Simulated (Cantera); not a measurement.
Input: 1 mol Si2Cl6, 0.017 mol HCl, 680 mol H2, at 13300 Pa.

Points: T (K) = 800, 900, 1000, 1100, 1200, 1300, 1400, 1500, 1600, 1700.

Cantera's Mixture.equilibrate('TP', solver="vcs", rtol=1e-11, max_steps=5000) on the NASA tables stopped like this:

```
ERROR: FAILURE its = 5001!

*******************************************************************************
CanteraError thrown by MultiPhase::equilibrate:
VCS solver failed. Return code: -1
*******************************************************************************
```

**Question.** What got this run through?

**Answer.** One answer among several that fit: The failure is numerical, not chemical. The same input converged with solver="gibbs", rtol=1e-10, max_steps=50000, and the result passed a check of the equilibrium conditions:
```
log10 of partial pressures in bar; condensed amounts in mol
       T/K        H2       HCL    SiHCL3     SiCL4    Si(cr)     Si(L)
       800    -0.876    -3.996    -3.785    -3.861    0.3725         0
       900    -0.877    -3.507    -3.881    -3.965    0.6805         0
      1000    -0.878    -3.170    -4.114    -4.254     1.212         0
      1100    -0.879    -3.000    -4.619    -4.910     1.686         0
      1200    -0.879    -2.958    -5.336    -5.849     1.837         0
      1300    -0.879    -2.952    -6.029    -6.761     1.857         0
      1400    -0.879    -2.952    -6.637    -7.560     1.852         0
      1500    -0.879    -2.954    -7.165    -8.255     1.842         0
      1600    -0.879    -2.955    -7.627    -8.863     1.829         0
      1700    -0.879    -2.956    -8.042    -9.406         0     1.812
```

The gas is ideal and each condensed phase is pure. The feed counts by its element totals alone. The tables' values for SiCl3 are old estimates; treat these amounts as uncertain. Gases not in the tables: Si2H6 and higher silanes.
